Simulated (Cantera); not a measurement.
**Fe₃O₄ + HCl + N₂ + Cl₂ + H₂ (chemical vapour transport)**

Input: 1 mol Fe₃O₄, 0.4 mol HCl, 0.43 mol N₂, 0.037 mol Cl₂, 0.0042 mol H₂, equilibrated at 56.0 mbar.

Equilibrium computed with Cantera from the NASA thermochemical tables; the gas is ideal and each condensed phase is pure. Candidate condensed phases: Fe, FeCl₂, FeCl₃, FeO, Fe(OH)₂, Fe(OH)₃, Fe₂O₃, Fe₃O₄, H₂O, NH₄Cl; 37 gas species. Mutual solubility and eutectic melting of coexisting phases are not modelled. Condensed phases not in the tables: FeOCl. Kinetics and transport are ignored.

```csv
T (K),x N₂,x HCl,x FeCl₂,x H₂O,x O₂,x Cl,x FeCl₃,n FeCl₂(s),n Fe₂O₃(s),n Fe₃O₄(s)
750,0.539,0.411,0.000248,0.0504,<1e-12,7.26e-10,8.85e-5,0.0727,0.171,0.861
900,0.498,0.460,0.0202,0.00665,<1e-12,7.22e-7,0.0136,0,0.113,0.914
1050,0.496,0.441,0.0361,0.0150,8.96e-9,2.80e-5,0.0107,0,0.125,0.903
1200,0.495,0.416,0.0522,0.0271,7.88e-6,0.000418,0.00794,0,0.139,0.890
1350,0.493,0.386,0.0665,0.0413,0.00147,0.00336,0.00592,0,0.137,0.888
1500,0.478,0.336,0.0820,0.0587,0.0273,0.0120,0.00318,0,0,0.974
1650,0.474,0.279,0.110,0.0851,0.0313,0.0172,0.00110,0,0,0.966
```
x: gas mole fraction; n: condensed amount in mol.

At 750 K the condensed part is FeCl₂(s) + Fe₂O₃(s) + Fe₃O₄(s). From 900 K to 1350 K the condensed part is Fe₂O₃(s) + Fe₃O₄(s). From 1500 K to 1650 K the condensed part is Fe₃O₄(s). The main Fe-bearing gas is FeCl₂ throughout. The share of Fe in condensed phases is highest at 750 K (100.0 %) and lowest at 1650 K (96.6 %).
